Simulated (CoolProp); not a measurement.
Vapour-liquid equilibrium of CH2F2 (R32) (1) + R125 (2) at 25.05 °C; x and y are mole fractions of (1).

The numbers come from the multi-fluid Helmholtz-energy mixture model, Tillner-Roth 1997 and Lemmon 2005; pair parameters Lemmon 2004 in CoolProp.

| x | bubble pressure (MPa) | y at the bubble point | dew pressure at overall composition x (MPa) | liquid density (mol/L) |
|---|---|---|---|---|
| 0.05 | 1.406 | 0.062 | 1.401 | 10.14 |
| 0.15 | 1.456 | 0.180 | 1.443 | 10.65 |
| 0.25 | 1.504 | 0.291 | 1.487 | 11.20 |
| 0.35 | 1.548 | 0.394 | 1.529 | 11.81 |
| 0.45 | 1.587 | 0.492 | 1.570 | 12.49 |
| 0.55 | 1.620 | 0.585 | 1.608 | 13.25 |
| 0.65 | 1.648 | 0.675 | 1.641 | 14.12 |
| 0.75 | 1.670 | 0.765 | 1.667 | 15.12 |
| 0.85 | 1.685 | 0.856 | 1.684 | 16.29 |
| 0.95 | 1.692 | 0.950 | 1.692 | 17.68 |

No azeotrope shows between x = 0.05 and 0.95.

Pair parameters are fitted to limited data, so mixtures are less certain than the pure fluids.
